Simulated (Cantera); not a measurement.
A closed system holds: 1 mol SiCl4, 24 mol NO, equilibrated at 1425 K and 0.870 bar.

Method: chemical equilibrium by Gibbs-energy minimisation in Cantera with the NASA 1993 tables (ideal gas, pure condensed phases). Candidate condensed phases: Si, SiO2, Si2N2O, Si3N4; 23 gas species. The tables hold silica as quartz up to 1696 K and as liquid above; real silica turns to tridymite and cristobalite and melts near 1996 K. The numbers say what is thermodynamically allowed, not how fast it happens.

Base state: N2 0.477, O2 0.437, Cl2 0.0745, Cl 0.0101, NO 0.000934, ClO 0.000169 (mole fractions); condensed: SiO2(β-quartz).

Task: What changes in the equilibrium state with this change: NO from 24 to 0.88 mol?

Result: 
```
species                before    after
-------------------  --------  -------
Cl2                    0.0745    0.450
SiCl4                 3.23e-9    0.294
N2                      0.477    0.231
O2                      0.437  1.75e-7
Cl                     0.0101   0.0247
NO                   0.000934  4.11e-7
ClO                  0.000169  2.62e-7
SiO2(β-quartz), mol      1.00    0.440
```

Task: What changes in the equilibrium state with this change: temperature from 1425 K to 773 K?

Result: 
```tsv
species	before	after
N2	0.477	0.480
O2	0.437	0.440
Cl2	0.0745	0.0800
Cl	0.0101	1.48e-6
ClO	0.000169	1.25e-7
NO	0.000934	1.40e-6
SiO2(β-quartz), mol	1.00	0
SiO2(α-quartz), mol	0	1.00
```
